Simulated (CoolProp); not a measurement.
Vapour-liquid equilibrium of R113 (1) + ethanol (2) at 173.25 °C; x and y are mole fractions of (1).

Values from CoolProp's multi-fluid Helmholtz-energy mixture model, Marx 1992 and Schroeder 2014; pair parameters Bell 2016.

```
x     bubble pressure, mixture model (MPa)  bubble pressure, Raoult's law (MPa)  y, mixture model  y, Raoult's law
----  ------------------------------------  -----------------------------------  ----------------  ---------------
0.05                                 1.922                                1.714             0.128            0.053
0.2                                  2.302                                1.730             0.327            0.210
0.35                                 2.463                                1.747             0.427            0.364
0.5                                  2.516                                1.763             0.508            0.516
0.65                                 2.479                                1.780             0.598            0.664
0.8                                  2.319                                1.796             0.717            0.810
0.95                                 1.983                                1.812             0.905            0.953
```

The largest gap from Raoult's law is +42.7 % in bubble pressure, at x = 0.5. y crosses x between x = 0.5 and 0.65: the model has an azeotrope there.

Pair parameters are fitted to limited data, so mixtures are less certain than the pure fluids.
